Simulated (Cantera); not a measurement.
A closed system holds: 1 mol NiS, 1700 mol H2, at 700 °C and 5.70 bar.

Equilibrium computed with Cantera from the NASA thermochemical tables; the gas is ideal and each condensed phase is pure. Candidate condensed phases: Ni, NiS, NiS2, Ni3S2, Ni3S4, S; 9 gas species. Rates play no part.

Base state: H2 0.999, H2S 0.000588 (mole fractions); condensed: Ni(s).

### Question
What changes in the equilibrium state with this change: NiS replaced by PbS?

### Answer
```
species       before     after
----------  --------  --------
H2             0.999     0.999
H2S         0.000588  0.000588
Ni(s), mol      1.00         0
Pb(l), mol         0     0.997
```
Further candidate phases: Pb, PbS.
